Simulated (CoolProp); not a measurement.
Properties of carbon monoxide along the isotherm 150.7 K (Tc = 132.9 K, pc = 34.98 bar, ω = 0.050).

Values from CoolProp's reference Helmholtz-energy equation of state, Lemmon 2006. It is a short technical equation, of lower accuracy than the large ones.

```
p (bar)          phase       Z  cp (kJ/(kg K))  cv (kJ/(kg K))  expansivity (1/kK)
-------  -------------  ------  --------------  --------------  ------------------
0.277              gas  0.9982           1.042          0.7428               6.672
0.568              gas  0.9963           1.045          0.7433               6.711
1.17               gas  0.9923             [?]          0.7445               6.793
2.39               gas  0.9842             [?]          0.7470               6.964
4.92               gas     [?]           1.092             [?]               7.342
10.1               gas     [?]           1.159             [?]               8.233
20.7               gas  0.8534           1.351             [?]               10.75
42.6     supercritical  0.6646           2.339          0.8747               22.98
87.5     supercritical  0.4644           3.259          0.9214               22.14
```

### Question
Complete the blanks.

### Answer

- 1.17, cp (kJ/(kg K)): 1.051
- 2.39, cp (kJ/(kg K)): 1.064
- 4.92, Z: 0.9672
- 4.92, cv (kJ/(kg K)): 0.7523
- 10.1, Z: 0.9314
- 10.1, cv (kJ/(kg K)): 0.7637
- 20.7, cv (kJ/(kg K)): 0.7908
